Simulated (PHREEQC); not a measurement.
Make-up at 30 °C: 0.051 mol/kgw H2SO4 and 0.23 mol/kgw NaBF4. Closed to the air; pH follows from the charge balance.

All values are PHREEQC results (ion-association model, phreeqc.dat), not measurements.

Q: The ionic strength comes out as 0.310 mol/kgw. What activity coefficients do BF3OH-, F-, BF2(OH)2-, HF2-, H+ get?

A: BF3OH- 0.73, F- 0.67, BF2(OH)2- 0.73, HF2- 0.73, H+ 0.78.

No solid was allowed to form. Complexes and solids missing from the database can't appear. Real BF4- forms and hydrolyses slowly; the run takes it at equilibrium.
